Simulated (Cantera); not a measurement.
Input: 1 mol AlN, 2.4 mol HI, 0.11 mol N₂, at 100000 Pa.

These are equilibrium values from Cantera (NASA tables, ideal gas, pure condensed phases), not measurements of a reactor. Candidate condensed phases: Al, AlI₃, AlN, I₂; 19 gas species. Rates play no part. All values below are at 1000 K.

Base state: HI 0.384, H₂ 0.284, AlI₃ 0.175, N₂ 0.131, I₂ 0.0179, I 0.00743, Al₂I₆ 0.000311, NH₃ 3.20e-5 (mole fractions); condensed: AlN(s).

### Question
What changes in the equilibrium state with this change: pressure from 100000 Pa to 3500 Pa?

### Answer
```tsv
species	before	after
HI	0.384	0.372
H₂	0.284	0.283
AlI₃	0.175	0.164
I	0.00743	0.0386
I₂	0.0179	0.0169
N₂	0.131	0.125
Al₂I₆	0.000311	9.65e-6
NH₃	3.20e-5	1.08e-6
AlN(s), mol	0.559	0.580
```
